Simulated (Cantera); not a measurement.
An isothermal, constant-pressure homogeneous reactor starts with 7.14 % C₂H₆, 92.9 % N₂, at 1550 K and 0.00110 bar.

Model: GRI-Mech 3.0 (53 species, 325 reactions), integrated in Cantera. GRI-Mech 3.0 stops at C3 and has no aromatics, soot or wall deposition, so with more carbon than oxygen in the feed, carbon stays in small species such as C2H2 where larger ones or solid carbon would form. Radical loss at walls, strong at low pressure, is not modelled.

Problem. Predict: x(C₂H₆) at 10.0 s; x(C₂H₂) at 10.0 s; x(C₂H₄) at 10.0 s; x(H₂) at 10.0 s; x(CH₄) at 10.0 s.

Solution. 
* **x(C₂H₆) at 10.0 s**: 5.83e-7 (gas-phase equilibrium <1e-12)
* **x(C₂H₂) at 10.0 s**: 0.0566 (gas-phase equilibrium 0.0259)
* **x(C₂H₄) at 10.0 s**: 9.67e-5 (gas-phase equilibrium 6.18e-7)
* **x(H₂) at 10.0 s**: 0.107 (gas-phase equilibrium 0.125)
* **x(CH₄) at 10.0 s**: 0.0130 (gas-phase equilibrium 3.92e-6)
